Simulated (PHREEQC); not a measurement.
A solution holds 0.0092 mol KF per kg of water, at 25 °C. Closed to the air; pH follows from the charge balance.

Equilibrium calculation in PHREEQC: ion-association model, phreeqc.dat.

| quantity | before | after |
|---|---|---|
| pH | 7.55 | 7.68 |
| HF (mol/kgw) | 3.52e-7 | 4.99e-7 |
| HF2- (mol/kgw) | 1.24e-8 | 3.52e-8 |

**Question.** Which change was made?
A) temperature from 25 to 5 °C
B) diluted 10-fold with water
C) KF from 0.0092 to 0.0184 mol/kgw
D) KF from 0.0092 to 0.092 mol/kgw
E) 0.00018 mol/kgw NaCl added

**Answer.** C, KF from 0.0092 to 0.0184 mol/kgw

This is a speciation only: nothing precipitates in the calculation.
